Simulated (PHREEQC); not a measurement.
A solution holds 0.017 mol ZnSO4, 5.4e-05 mol Na2SO4 and 0.012 mol FeSO4 per kg of water, at 25 °C. Closed to the air; pH follows from the charge balance.

Computed with PHREEQC (ion-association model, phreeqc.dat).

### Question
The ionic strength comes out as 0.0699 mol/kgw. What activity coefficients do HSO4-, Zn+2, NaSO4-, Fe+2, H+ get?

### Answer
HSO4- 0.80, Zn+2 0.42, NaSO4- 0.81, Fe+2 0.44, H+ 0.84.

Precipitation was switched off in this run. Complexes and solids missing from the database can't appear.
